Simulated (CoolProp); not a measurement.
Vapour-liquid equilibrium of diethyl ether (1) + benzene (2) at 322.5 K; x and y are mole fractions of (1).

Computed with CoolProp (multi-fluid Helmholtz-energy mixture model, Thol 2014 and Thol 2012; pair parameters Bell 2016).

```json
[
 {"x": "0.05", "bubble pressure (bar)": "0.4178", "y at the bubble point": "0.194", "dew pressure at overall composition x (bar)": "?", "liquid density (mol/L)": "10.76"},
 {"x": "0.15", "bubble pressure (bar)": "0.5463", "y at the bubble point": "0.444", "dew pressure at overall composition x (bar)": "0.4011", "liquid density (mol/L)": "10.59"},
 {"x": "0.25", "bubble pressure (bar)": "0.6744", "y at the bubble point": "?", "dew pressure at overall composition x (bar)": "0.4410", "liquid density (mol/L)": "10.43"},
 {"x": "0.35", "bubble pressure (bar)": "0.8030", "y at the bubble point": "0.706", "dew pressure at overall composition x (bar)": "0.4896", "liquid density (mol/L)": "10.26"},
 {"x": "0.45", "bubble pressure (bar)": "0.9325", "y at the bubble point": "0.784", "dew pressure at overall composition x (bar)": "0.5502", "liquid density (mol/L)": "10.09"},
 {"x": "0.55", "bubble pressure (bar)": "1.063", "y at the bubble point": "0.843", "dew pressure at overall composition x (bar)": "0.6277", "liquid density (mol/L)": "9.927"},
 {"x": "0.65", "bubble pressure (bar)": "1.196", "y at the bubble point": "0.891", "dew pressure at overall composition x (bar)": "0.7301", "liquid density (mol/L)": "9.759"},
 {"x": "0.75", "bubble pressure (bar)": "?", "y at the bubble point": "?", "dew pressure at overall composition x (bar)": "0.8717", "liquid density (mol/L)": "9.590"},
 {"x": "0.85", "bubble pressure (bar)": "1.465", "y at the bubble point": "0.961", "dew pressure at overall composition x (bar)": "1.080", "liquid density (mol/L)": "9.418"},
 {"x": "0.95", "bubble pressure (bar)": "1.603", "y at the bubble point": "0.988", "dew pressure at overall composition x (bar)": "1.415", "liquid density (mol/L)": "9.244"}
]
```

Problem. Fill in the missing entries.

Solution. 
- 0.05, dew pressure at overall composition x (bar): 0.3678
- 0.25, y at the bubble point: 0.599
- 0.75, bubble pressure (bar): 1.330
- 0.75, y at the bubble point: 0.929

No azeotrope shows between x = 0.05 and 0.95.

The pair parameters rest on a limited set of measurements; away from them the model extrapolates.
